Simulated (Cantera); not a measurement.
## Premixed flame

A freely propagating, adiabatic, planar premixed flame of 5.10 % C2H4, 15.8 % O2, 59.2 % N2, 19.9 % H2O, equivalence ratio 0.97, unburnt at 700 K and 5.70 bar; mixture-averaged transport, grid criteria slope 0.08 and curve 0.16, no radiation.

Cantera simulation using GRI-Mech 3.0 (53 species, 325 reactions); the numbers are that mechanism's predictions, not measurements. GRI-Mech 3.0 was tuned for natural gas; its chemistry of ethylene as a main component is partial and can be far from experiment. Burning velocities carry a grid error of a few per cent, more on coarse grids.

```tsv
z (mm)	T (K)	u (m/s)	x C2H4	x O2	x H2O	x H2O2	x CO	x NO
-0.232	700	1.32	0.0510	0.158	0.199	3.12e-7	7.41e-6	<1e-8
-0.155	701	1.32	0.0510	0.157	0.199	2.03e-6	4.84e-5	<1e-8
-0.116	705	1.33	0.0508	0.157	0.199	8.11e-6	0.000195	<1e-8
-0.0773	727	1.37	0.0502	0.155	0.201	4.63e-5	0.00115	<1e-8
-0.0387	921	1.76	0.0434	0.138	0.215	0.000322	0.0105	1.44e-7
-0.0193	1246	2.40	0.0276	0.107	0.236	0.000357	0.0285	7.40e-7
0	1619	3.16	0.00792	0.0691	0.260	1.63e-5	0.0496	2.16e-6
0.0193	1849	3.61	0.000746	0.0432	0.272	2.79e-6	0.0524	4.83e-6
0.0387	1960	3.80	2.72e-5	0.0305	0.277	1.77e-6	0.0421	7.80e-6
0.0773	2071	3.98	2.21e-8	0.0207	0.280	1.21e-6	0.0259	1.17e-5
0.155	2168	4.13	<1e-8	0.0147	0.285	7.88e-7	0.0157	1.58e-5
0.309	2236	4.24	<1e-8	0.0109	0.290	5.05e-7	0.0107	2.07e-5
0.618	2275	4.31	<1e-8	0.00869	0.294	3.54e-7	0.00778	2.70e-5
```
x: mole fraction of selected species; z is measured from the peak of heat release.

```yaml
laminar_burning_velocity: 131 cm/s
thermal_thickness: 0.0773 mm
peak x(H2O2): 0.000425
peak x(CO): 0.0538
grid_points: 134
```
